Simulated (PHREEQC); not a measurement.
1 kg of water holding 0.031 mol NaOH and 0.005 mol Na2CO3 is evaporated at 25 °C; the solids stay in contact with the brine. The system is closed to CO2. Solids allowed: Nahcolite, Natron, Trona. Others were left out.

Computed with PHREEQC (Pitzer model, pitzer.dat).

```csv
water left (kg),ionic strength,water activity,Na in solution (mol/kgw),C in solution (mol/kgw),pH
1,0.0460,0.999,0.0410,0.00500,12.40
0.8219,0.0559,0.998,0.0499,0.00608,12.48
0.5552,0.0828,0.998,0.0738,0.00901,12.64
0.4563,0.101,0.997,0.0899,0.0110,12.72
0.375,0.123,0.997,0.109,0.0133,12.80
0.3082,0.149,0.996,0.133,0.0162,12.87
0.2082,0.221,0.994,0.197,0.0240,13.03
0.1711,0.269,0.993,0.240,0.0292,13.11
0.1407,0.327,0.991,0.291,0.0355,13.19
0.09502,0.484,0.987,0.431,0.0526,13.35
0.07809,0.589,0.984,0.525,0.0640,13.43
0.06418,0.717,0.981,0.639,0.0779,13.51
0.05276,0.872,0.977,0.777,0.0948,13.60
0.03564,1.29,0.965,1.15,0.140,13.78
0.0293,1.57,0.957,1.40,0.171,13.88
0.02407,1.91,0.947,1.70,0.208,13.98
0.01627,2.83,0.919,2.52,0.307,14.21
0.01337,3.44,0.899,3.07,0.374,14.34
0.01099,4.18,0.873,3.73,0.455,14.49
0.00903,5.09,0.838,4.54,0.554,14.66
0.006094,7.55,0.733,6.73,0.821,15.10
0.005013,9.18,0.656,8.18,0.997,15.38
```

Species that the database lacks are ignored.
